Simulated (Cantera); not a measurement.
A Cantera script and its output.

```python
import numpy as np
import cantera as ct

surf = ct.Interface("diamond.yaml", "diamond_100")
gas, bulk = surf.adjacent["gas"], surf.adjacent["diamond"]
k = surf.kinetics_species_index(bulk.species_names[0])
cover = ["c6HH", "c6H*", "c6*H", "c6**", "c6HM", "c6B"]

rows, drift = [], 0.0
print(f"{'T':>10s}{'um/h':>11s}" + "".join(f"{s:>11s}" for s in cover))
for v in [925, 975, 1025, 1075, 1125, 1175, 1225, 1275, 1325, 1375]:
    T, P, xH, xCH3 = v, 15000, 0.00081, 0.0011
    gas.TPX = T, P, {"H": xH, "CH3": xCH3, "CH4": 0.0062, "H2": 1 - xH - xCH3 - 0.0062}
    surf.TP = bulk.TP = T, P
    surf.coverages = "c6H*:0.1, c6HH:0.9"
    surf.advance_coverages(100.0)
    before = surf.coverages
    surf.advance_coverages(100.0)
    drift = max(drift, np.max(np.abs(surf.coverages - before) / (surf.coverages + 1e-9)))
    rate = surf.net_production_rates[k] * bulk.mean_molecular_weight / bulk.density * 3.6e9
    rows.append([rate, *surf[cover].coverages])
    print(f"{v:10.4g}{rate:11.4e}" + "".join(f"{x:11.3e}" for x in rows[-1][1:]))
```

Output:

```
         T       um/h       c6HH       c6H*       c6*H       c6**       c6HM        c6B
       925 2.4606e+01  3.131e-01  5.552e-03  1.426e-01  1.793e-03  4.220e-01  6.677e-08
       975 3.4053e+01  3.265e-01  8.157e-03  1.793e-01  2.914e-03  3.617e-01  9.240e-08
      1025 4.3211e+01  3.439e-01  1.166e-02  2.227e-01  4.545e-03  2.968e-01  1.173e-07
      1075 4.7733e+01  3.722e-01  1.661e-02  2.791e-01  6.957e-03  2.190e-01  1.295e-07
      1125 4.2677e+01  4.084e-01  2.331e-02  3.487e-01  1.033e-02  1.323e-01  1.158e-07
      1175 3.1093e+01  4.336e-01  3.066e-02  4.124e-01  1.415e-02  6.290e-02  8.437e-08
      1225 2.1502e+01  4.393e-01  3.721e-02  4.537e-01  1.762e-02  2.535e-02  5.835e-08
      1275 1.6635e+01  4.343e-01  4.267e-02  4.755e-01  2.048e-02  9.588e-03  4.514e-08
      1325 1.4592e+01  4.275e-01  4.735e-02  4.855e-01  2.287e-02  3.600e-03  3.960e-08
      1375 1.2804e+01  4.233e-01  5.151e-02  4.889e-01  2.501e-02  1.366e-03  3.475e-08
```

Cantera simulation using the Harris–Goodwin 1993 mechanism for the reconstructed diamond (100) surface; the numbers are that mechanism's predictions, not measurements.
